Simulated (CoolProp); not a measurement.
Vapour-liquid equilibrium of n-hexane (1) + hexamethyldisiloxane (MM) (2) at 0.0629 MPa; x and y are mole fractions of (1).

The numbers come from the multi-fluid Helmholtz-energy mixture model, Thol 2019 and Thol 2016; pair parameters Bell 2016 in CoolProp.

Give the bubble temperature and the first vapour's composition at x = 0.25, 0.45, 0.85. Is there an azeotrope?

x = 0.25: 75.9 °C, y = 0.437; x = 0.45: 69.6 °C, y = 0.671; x = 0.85: 57.9 °C, y = 0.950. No azeotrope shows between x = 0.05 and 0.95.

The pair parameters rest on a limited set of measurements; away from them the model extrapolates.
